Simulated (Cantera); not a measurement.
A closed system holds: 1 mol BF3, 0.86 mol N2, at 1798.15 K and 1.00 bar.

Method: chemical equilibrium by Gibbs-energy minimisation in Cantera with the NASA 1993 tables (ideal gas, pure condensed phases). Candidate condensed phases: B, BN; 13 gas species. Equilibrium is a limit: real reactors are often held back by kinetics, nucleation or transport.

Base state: BF3 0.538, N2 0.462 (mole fractions); condensed: gas only.

**Question.** What changes in the equilibrium state with this change: 1.2 mol HCl added?

**Answer.** 
| species | before | after |
|---|---|---|
| HCl | 0 | 0.368 |
| BF3 | 0.538 | 0.319 |
| N2 | 0.462 | 0.280 |
| HF | 0 | 0.0207 |
| BCl3 | 0 | 0.00652 |
| Cl | 0 | 0.00306 |
| H2 | 0 | 0.00106 |
| Cl2 | 0 | 9.53e-5 |
| BHF2 | 0 | 6.26e-5 |
The tables' values for BF2, BClF, BCl2 are old estimates; treat these amounts as uncertain. Gases not in the tables: BHCl2. Further candidate phases: NH4Cl.

**Question.** What changes in the equilibrium state with this change: 0.0078 mol NH3 added?

**Answer.** 
```
species   before     after
-------  -------  --------
BF3        0.538     0.524
N2         0.462     0.459
HF             0   0.00721
BF2      7.59e-6   0.00640
H2             0   0.00229
BHF2           0  0.000639
BF         <1e-9   8.53e-5
H              0   1.69e-5
```
The tables' values for BF2 are old estimates; treat these amounts as uncertain.
